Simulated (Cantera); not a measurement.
A jet of 1.75 % H2, 12.0 % O2, 86.2 % N2, equivalence ratio 0.073 at 300 K and 15000 Pa hits a platinum plate 2.3 cm away at a mass flux of 0.2 kg/m²/s; the plate temperature is set and raised in steps from an oxygen-covered start.

Detailed kinetics in Cantera: Deutschmann's 1995 Pt surface mechanism with GRI-Mech 3.0 gas chemistry. Catalytic surfaces can have several steady states; this one follows from the mechanism file's or the stated starting coverage.

x: mole fraction at the wall; θ: surface coverage.

| plate T (K) | wall x H2 | wall x O2 | wall x H2O | wall x OH | θ free Pt | θ O* | θ OH* |
|---|---|---|---|---|---|---|---|
| 600 | 0.00296 | 0.104 | 0.0284 | <1e-8 | 0.0466 | 0.947 | 0.00603 |
| 650 | 0.00294 | 0.104 | 0.0282 | <1e-8 | 0.0490 | 0.947 | 0.00404 |
| 700 | 0.00285 | 0.104 | 0.0282 | <1e-8 | 0.0530 | 0.944 | 0.00290 |
| 750 | ___ | 0.104 | 0.0287 | <1e-8 | ___ | 0.934 | ___ |
| 800 | 0.00194 | 0.104 | 0.0297 | <1e-8 | 0.0892 | 0.909 | 0.00206 |
| 850 | 0.00142 | 0.103 | 0.0305 | <1e-8 | 0.130 | 0.868 | 0.00191 |
| 900 | ___ | 0.103 | 0.0310 | ___ | ___ | 0.816 | 0.00176 |

Some entries are withheld; supply them.


- 750, wall x H2: 0.00251
- 750, θ free Pt: 0.0639
- 750, θ OH*: 0.00232
- 900, wall x H2: 0.00107
- 900, wall x OH: 3.11e-8
- 900, θ free Pt: 0.182
